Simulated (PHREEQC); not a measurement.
0.11 g of hydrous ferric oxide (600 m²/g; 0.2 weak and 0.005 strong sites per Fe, Dzombak-Morel constants, diffuse double layer) in 1 kg of water with 0.1 mol/kgw of an inert sodium salt and 5.8e-07 mol/kgw NaH2PO4 and 0.00017 mol/kgw Na2SO4, at 25 °C; the pH is set by adding NaOH or the inert anion's acid. Oxygen is held at 0.21 atm. No CO2 enters from the air. Precipitation was switched off in this run.

Base run: PHREEQC, ion-association model, wateq4f.dat. Each further column changes one thing. The table gives P sorbed (%).

```tsv
pH	base	no electrostatic term (-no_edl)	background salt from 0.1 to 0.01 mol/kgw	oxide from 0.11 to 0.55 g/kgw	3.4e-05 mol/kgw MgCl2 added
3	99.6	83.1	99.6	100.0	99.6
3.5	99.7	84.1	99.7	100.0	99.7
4.5	99.9	84.9	99.9	100.0	99.9
5	99.9	85.8	99.9	100.0	99.9
5.5	99.9	87.8	99.9	100.0	99.9
6.5	99.9	94.5	100.0	100.0	99.9
7	99.9	?	99.9	100.0	99.9
7.5	99.4	96.2	99.7	99.9	99.4
8.5	81.9	94.1	87.4	?	86.5
9	41.0	90.6	?	77.7	56.1
9.5	10.2	81.4	?	36.3	18.1
10.5	0.4	?	0.2	?	0.7
11	0.1	13.1	0.0	0.4	0.1
```

Q: What belongs in the gaps?

A: 
- 7, no electrostatic term (-no_edl): 96.1
- 8.5, oxide from 0.11 to 0.55 g/kgw: 95.8
- 9, background salt from 0.1 to 0.01 mol/kgw: 45.8
- 9.5, background salt from 0.1 to 0.01 mol/kgw: 9.7
- 10.5, no electrostatic term (-no_edl): 34.0
- 10.5, oxide from 0.11 to 0.55 g/kgw: 2.0

H3PO4, which wateq4f.dat lacks, is added to it with the constant of phreeqc.dat. The oxide is taken as insoluble; below pH 4 it would dissolve.
